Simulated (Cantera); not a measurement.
Feed: 1 mol SiCl₄, 0.034 mol HCl, a varied amount of H₂, held at 1123.15 K and 1.00 bar.

Equilibrium computed with Cantera from the NASA thermochemical tables; the gas is ideal and each condensed phase is pure. Candidate condensed phases: Si; 19 gas species. The tables' values for SiCl₃ are old estimates; treat these amounts as uncertain. Rates play no part.

### Question
At 320 mol H₂, list the 5 most abundant gas species with their mole fractions, and the condensed phases.

### Answer
H₂ 0.991, HCl 0.00755, SiHCl₃ 0.000854, SiCl₄ 0.000379, SiH₂Cl₂ 0.000236. Condensed: Si(s).
